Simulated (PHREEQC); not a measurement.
Consider water at 25 °C with 33 mmol/kgw NaHCO3, 11 mmol/kgw Na2CO3 and 0.068 mmol/kgw KCl. Closed to the air; pH follows from the charge balance.

Computed with PHREEQC (ion-association model, phreeqc.dat).

The pH is 9.44 and the ionic strength is 0.0588 mol/kgw. The specific conductance is 4330 µS/cm and the density is 1.000 g/cm³. The total alkalinity comes out as 55.0 meq/kg.

```tsv
species	molality	activity	log γ
Na+	0.0511	0.0417	-0.089
HCO3-	0.0324	0.0265	-0.086
CO3-2	0.00768	0.00346	-0.346
NaCO3-	0.00331	0.00268	-0.091
NaHCO3	0.000613	0.000622	0.006
Cl-	6.80e-5	5.47e-5	-0.095
K+	6.80e-5	5.45e-5	-0.096
OH-	3.51e-5	2.81e-5	-0.097
CO2	2.12e-5	2.15e-5	0.006
```

This is a speciation only: nothing precipitates in the calculation.
